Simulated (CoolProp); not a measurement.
Computed with CoolProp (reference Helmholtz-energy equation of state, Thol 2015).

For octamethylcyclotetrasiloxane (D4), give the phase and the cp (kJ/(kg K)), Joule-Thomson coefficient (K/MPa), fugacity coefficient at 620 K and 962 kPa; 620 K and 1680 kPa; 620 K and 3370 kPa.


- 620 K and 962 kPa: gas; cp 2.15, Joule-Thomson coefficient 10.6, fugacity coefficient 0.805
- 620 K and 1680 kPa: supercritical; cp 2.62, Joule-Thomson coefficient 17.1, fugacity coefficient 0.667
- 620 K and 3370 kPa: supercritical; cp 2.46, Joule-Thomson coefficient 2.20, fugacity coefficient 0.437
